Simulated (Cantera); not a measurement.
Carbon deposition, reforming and gasification: C₂H₂ + H₂ + H₂O

Input: 1 mol C₂H₂, 17 mol H₂, 0.3 mol H₂O, at 625 °C.

Equilibrium computed with Cantera from the NASA thermochemical tables; the gas is ideal and each condensed phase is pure. Candidate condensed phases: C, C₆H₆, C₇H₈, C₈H₁₈, H₂O; 110 gas species. The ideal-gas law is rough above about 30 bar. Equilibrium is a limit: real reactors are often held back by kinetics, nucleation or transport.

```tsv
P (Pa)	x H₂	x CH₄	x H₂O	x CO	x CO₂	n C(graphite)
10	0.984	3.09e-5	4.00e-6	0.0161	1.52e-7	1.70
160	0.983	0.000495	6.37e-5	0.0161	2.42e-6	1.69
2500	0.976	0.00762	0.000938	0.0153	3.41e-5	1.58
40000	0.883	0.0996	0.00823	0.00925	0.000200	0.169
630000	0.859	0.123	0.0183	0.000111	5.46e-6	0
10000000	0.859	0.123	0.0184	4.42e-7	2.20e-8	0
```
x: gas mole fraction; n: condensed amount in mol.

From 0.0750 Torr to 300 Torr the condensed part is C(graphite). From 4730 Torr to 75000 Torr nothing is condensed. The main C-bearing gas is CO at 0.0750 Torr and CH₄ at 75000 Torr.
